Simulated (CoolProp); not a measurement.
Computed with CoolProp (reference Helmholtz-energy equation of state, Zhou 2012).

For p-xylene, give the phase and the Z, cp (kJ/(kg K)), cv (kJ/(kg K)), Prandtl number at 454.7 K and 221 kPa; 454.7 K and 1100 kPa; 454.7 K and 1320 kPa.


- 454.7 K and 221 kPa: gas; Z 0.928, cp 1.84, cv 1.72, Prandtl number 0.714
- 454.7 K and 1100 kPa: liquid; Z 0.0435, cp 2.28, cv 1.82, Prandtl number 4.06
- 454.7 K and 1320 kPa: liquid; Z 0.0522, cp 2.27, cv 1.82, Prandtl number 4.07

Viscosity comes from a separate model (Balogun 2015). Thermal conductivity comes from a separate model (Mylona 2014).
